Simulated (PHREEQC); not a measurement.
4.7 g of hydrous ferric oxide (600 m²/g; 0.2 weak and 0.005 strong sites per Fe, Dzombak-Morel constants, diffuse double layer) in 1 kg of water with 0.005 mol/kgw of an inert sodium salt and 0.42 mmol/kgw Na2HAsO4, 0.014 mmol/kgw NaF and 0.02 mmol/kgw H3BO3, at 25 °C; the pH is set by adding NaOH or the inert anion's acid. O2 is buffered at 0.21 atm. No CO2 enters from the air. No solid was allowed to form.

The series has 17 steps of pH, from 3 to 9.

The numbers come from PHREEQC with the ion-association model, wateq4f.dat.

Task: Near which pH is half of the F sorbed, and on which side is more sorbed?

Result: Near pH 7.4, with more sorbed at lower pH.

Complexes and solids missing from the database can't appear. Real BF4- forms and hydrolyses slowly; the run takes it at equilibrium. The oxide is taken as insoluble; below pH 4 it would dissolve.
